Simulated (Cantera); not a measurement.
A perfectly stirred reactor is fed with CH4 : H2 = 0.036 : 1 (molar parts), at 0.133 bar; it is held at 1650 K, and followed from long to short residence time.

Computed with Cantera and GRI-Mech 3.0 (53 species, 325 reactions). GRI-Mech 3.0 stops at C3 and has no aromatics, soot or wall deposition, so with more carbon than oxygen in the feed, carbon stays in small species such as C2H2 where larger ones or solid carbon would form.

Q: Predict: x(CH4) at τ = 9.60 s; x(H2) at τ = 9.60 s; x(CH2) at τ = 9.60 s; x(H) at τ = 9.60 s; x(C2H4) at τ = 9.60 s; x(CH4) at τ = 0.190 s; x(H2) at τ = 0.190 s; x(CH2) at τ = 0.190 s; x(H) at τ = 0.190 s; x(C2H4) at τ = 0.190 s.

A: x(CH4) at τ = 9.60 s: 0.00896
x(H2) at τ = 9.60 s: 0.978
x(CH2) at τ = 9.60 s: 1.08e-8
x(H) at τ = 9.60 s: 0.000242
x(C2H4) at τ = 9.60 s: 0.000119
x(CH4) at τ = 0.190 s: 0.0293
x(H2) at τ = 0.190 s: 0.968
x(CH2) at τ = 0.190 s: 3.00e-8
x(H) at τ = 0.190 s: 0.000224
x(C2H4) at τ = 0.190 s: 5.97e-5
